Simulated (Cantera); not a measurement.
Cantera run:

```python
import numpy as np
import cantera as ct

gas_names = """
    AL ALH ALO ALOH ALO2 ALO2H AL2 AL2O AL2O2 H HALO HO2 H2 H2O H2O2 O OH O2 O3
""".split()
cond_names = """
    AL(cr) AL(L) AL2O3(a) AL2O3(L) H2O(s) H2O(L)
""".split()


# ... load() reads the species with a 1 bar reference pressure and builds the phases ...
atoms = {
    'Al': {'AL': 1},
    'H2O': {'H': 2, 'O': 1},
}
top_T = {}  # K; cautious upper limits of use, not melting points


# ... equilibrate(T, P, feed) seeds the gas with the atoms and calls Mixture.equilibrate('TP', solver="vcs", rtol=1e-11, max_steps=5000) ...
results = []
feed = {'Al': 1, 'H2O': 0.038}  # mol
T = 998.15  # K
P = 100000  # Pa
mix = equilibrate(T, P, feed)
results.append((T, P, feed, dict(zip(mix.species_names, mix.species_moles))))
x = sorted(zip(gas.X, gas.species_names), reverse=True)
print(f"T = {T:g} K  P = {P:g} Pa  gas = {mix.phase_moles(0):.4g} mol")
print("   x: " + "  ".join(f"{s} {v:.3e}" for v, s in x if v > 1e-05))
print("   condensed (mol): " + ("  ".join(f"{mix.phase(i).name} {mix.phase_moles(i):.4g}"
      for i in range(1, mix.n_phases) if mix.phase_moles(i) > 1e-12) or "none"))
```

It prints:

```
T = 998.15 K  P = 100000 Pa  gas = 0.038 mol
   x: H2 1.000e+00
   condensed (mol): AL(L) 0.9747  AL2O3(a) 0.01267
```

These are equilibrium values from Cantera (NASA tables, ideal gas, pure condensed phases), not measurements of a reactor.
